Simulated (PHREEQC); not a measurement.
A solution holds 0.02 mol NH4Cl, 0.41 mol NH3 and 0.27 mol LiCl per kg of water, at 25 °C. Closed to the air; pH follows from the charge balance.

Model: ion-association model, wateq4f.dat, run in PHREEQC.

```
quantity                  before   after
------------------------  ------  ------
pH                         10.68    9.49
ionic strength (mol/kgw)   0.291   0.291
NH3 (mol/kgw)              0.409   0.409
NH4+ (mol/kgw)            0.0207  0.0207
```

Q: What was changed between the two runs?
A) diluted 2-fold with water
B) temperature from 25 to 70 °C
C) NH4Cl from 0.02 to 0.002 mol/kgw
D) diluted 5-fold with water
E) LiCl left out

A: B, temperature from 25 to 70 °C

No solid was allowed to form. Constants without temperature data keep their 25 °C values here.
